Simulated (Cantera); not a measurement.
Input (Python, Cantera) and output of one run.

```python
import numpy as np
import cantera as ct

gas_names = [...]  # 91 gases of nasa_gas.yaml made of C, Cl, H
cond_names = """
    C(gr) C6H6(L) C7H8(L) C8H18(L),n-octa
""".split()


# ... load() reads the species with a 1 bar reference pressure and builds the phases ...
atoms = {
    'CH3Cl': {'C': 1, 'H': 3, 'CL': 1},
    'CH4': {'C': 1, 'H': 4},
    'H2': {'H': 2},
}
top_T = {'C(gr)': 4500}  # K; cautious upper limits of use, not melting points


# ... equilibrate(T, P, feed) seeds the gas with the atoms and calls Mixture.equilibrate('TP', solver="vcs", rtol=1e-11, max_steps=5000) ...
results = []
feed = {'CH3Cl': 1, 'CH4': 0.048, 'H2': 0.083}  # mol
T = 2150  # K
P = 3200  # Pa
mix = equilibrate(T, P, feed)
results.append((T, P, feed, dict(zip(mix.species_names, mix.species_moles))))
print(gas.report(threshold=0.001))
for i in range(1, mix.n_phases):
    print(f"{mix.phase(i).name:16s} {mix.phase_moles(i):12.5e} mol")
```

Output:

```
       temperature   2150 K
          pressure   3200 Pa
           density   0.0031508 kg/m^3
  mean mol. weight   17.601 kg/kmol
   phase of matter   gas

                          1 kg             1 kmol
                     ---------------   ---------------
          enthalpy         1.312e+06        2.3093e+07  J
   internal energy        2.9641e+05         5.217e+06  J
           entropy             14301        2.5172e+05  J/K
    Gibbs function       -2.9436e+07        -5.181e+08  J
 heat capacity c_p            1983.6             34914  J/K
 heat capacity c_v            1511.2             26599  J/K

                      mass frac. Y      mole frac. X     chem. pot. / RT
                     ---------------   ---------------   ---------------
    C2H2,acetylene         0.0015166         0.0010252           -29.636
                CL          0.021113          0.010483           -24.079
                 H        0.00098226          0.017152           -11.896
               HCL           0.91574           0.44209           -35.975
                H2          0.060618           0.52923           -23.792
     [  +86 minor]        3.4565e-05        1.3839e-05

C(gr)             1.04342e+00 mol
```

Equilibrium computed with Cantera from the NASA thermochemical tables; the gas is ideal and each condensed phase is pure.
